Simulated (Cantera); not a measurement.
A closed system holds: 1 mol Al₂O₃, 8.2 mol Cl₂, 0.78 mol O₂, held at 1450 °C and 7.50 Torr.

Method: chemical equilibrium by Gibbs-energy minimisation in Cantera with the NASA 1993 tables (ideal gas, pure condensed phases). Rates play no part.

```tsv
species	before	after
Cl	0.800	0.783
Cl₂	0.136	0.131
O₂	0.0569	0.0809
AlCl₃	0.00685	0.00493
O	0.000136	0.000162
ClO	0.000365	0.000426
Al₂O₃(s), mol	0.949	0.962
```
Gas species are given as mole fractions.

Task: What was changed between the two runs?
A. O₂ from 0.78 to 1.2 mol
B. temperature from 1450 °C to 925 °C
C. O₂ from 0.78 to 3.3 mol
D. pressure from 7.50 Torr to 750 Torr

Result: A, O₂ from 0.78 to 1.2 mol
